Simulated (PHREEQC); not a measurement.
**Acid rinse or clean: speciation**

Make-up at 20 °C and 100 atm: 57 mmol/kgw HCl, 1.6 mmol/kgw AlCl3 and 0.27 mmol/kgw KCl. Closed to the air; pH follows from the charge balance.

Equilibrium calculation in PHREEQC: ion-association model, phreeqc.dat.

Each row changes one thing in this solution. No solid was allowed to form.

```json
[
 {"case": "as made", "pH": "1.32", "SI of Sylvite (KCl)": "-5.87"},
 {"case": "HCl left out", "pH": "4.07", "SI of Sylvite (KCl)": "-6.85"},
 {"case": "0.00096 mol/kgw Li2SO4 added", "pH": "1.32", "SI of Sylvite (KCl)": "-5.87"},
 {"case": "diluted 10-fold with water", "pH": "2.28", "SI of Sylvite (KCl)": "-7.74"},
 {"case": "HCl from 0.057 to 0.0855 mol/kgw", "pH": "1.15", "SI of Sylvite (KCl)": "-5.73"},
 {"case": "diluted 5-fold with water", "pH": "1.99", "SI of Sylvite (KCl)": "-7.17"},
 {"case": "AlCl3 replaced by LiCl at the same molality", "pH": "1.31", "SI of Sylvite (KCl)": "-5.88"},
 {"case": "HCl from 0.057 to 0.0513 mol/kgw", "pH": "1.36", "SI of Sylvite (KCl)": "-5.90"},
 {"case": "AlCl3 replaced by MgCl2 at the same molality", "pH": "1.32", "SI of Sylvite (KCl)": "-5.87"}
]
```

Some of these states are supersaturated (in Gibbsite (slow to form), for instance). Under pressure, the constants of complexes without a molar volume in the database are unreliable.
